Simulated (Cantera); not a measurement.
A Cantera script and what it prints.

```python
import numpy as np
import cantera as ct

gas_names = """
    C CO CO2 C2 C2O C3 C3O2 C4 C5 O O2 O3 Si SiC SiC2 SiO SiO2 Si2 Si2C Si3
""".split()
cond_names = """
    C(gr) Si(cr) Si(L) SiC(b) SiO2(Lqz) SiO2(hqz) SiO2(L)
""".split()


# ... load() reads the species with a 1 bar reference pressure and builds the phases ...
atoms = {
    'SiO2': {'Si': 1, 'O': 2},
    'CO': {'C': 1, 'O': 1},
}
top_T = {'C(gr)': 4500, 'SiC(b)': 3050}  # K; cautious upper limits of use, not melting points


# ... equilibrate(T, P, feed) seeds the gas with the atoms and calls Mixture.equilibrate('TP', solver="vcs", rtol=1e-11, max_steps=5000) ...
results = []
feed = {'SiO2': 1, 'CO': 1.5}  # mol
P = 89  # Pa
for T in [1350, 1375, 1400, 1425, 1450, 1475, 1500, 1525, 1550]:
    mix = equilibrate(T, P, feed)
    results.append((T, P, feed, dict(zip(mix.species_names, mix.species_moles))))

top = {s: max(r[3][s] / sum(r[3][g] for g in gas_names) for r in results) for s in gas_names}
cols = sorted((s for s in top if top[s] > 1e-06), key=lambda s: -top[s])[:8]
seen = [c for c in cond_names if any(r[3].get(c, 0) > 1e-12 for r in results)]
print("log10 of partial pressures in bar; condensed amounts in mol")
print(f"{'T/K':>10s}" + "".join(f"{s[:9]:>10s}" for s in cols + seen))
for T, P, feed, n in results:
    ng = sum(n[g] for g in gas_names)
    print(f"{T:10.4g}" + "".join(f"{np.log10(max(n[s] / ng * P / 1e5, 1e-99)):10.3f}" for s in cols)
          + "".join(f"{n.get(c, 0):10.4g}" for c in seen))
```

It prints:

```
log10 of partial pressures in bar; condensed amounts in mol
       T/K        CO       SiO       CO2 SiO2(hqz)
      1350    -3.051    -7.105    -7.105    0.9999
      1375    -3.051    -6.925    -6.925    0.9998
      1400    -3.051    -6.751    -6.751    0.9997
      1425    -3.051    -6.583    -6.583    0.9996
      1450    -3.051    -6.422    -6.422    0.9994
      1475    -3.051    -6.266    -6.266    0.9991
      1500    -3.051    -6.115    -6.115    0.9987
      1525    -3.052    -5.970    -5.970    0.9982
      1550    -3.052    -5.829    -5.829    0.9975
```

Cantera equilibrium calculation (NASA polynomials, part measured and part estimated; ideal gas, pure solids and liquids). The tables hold silica as quartz up to 1696 K and as liquid above; real silica turns to tridymite and cristobalite and melts near 1996 K.
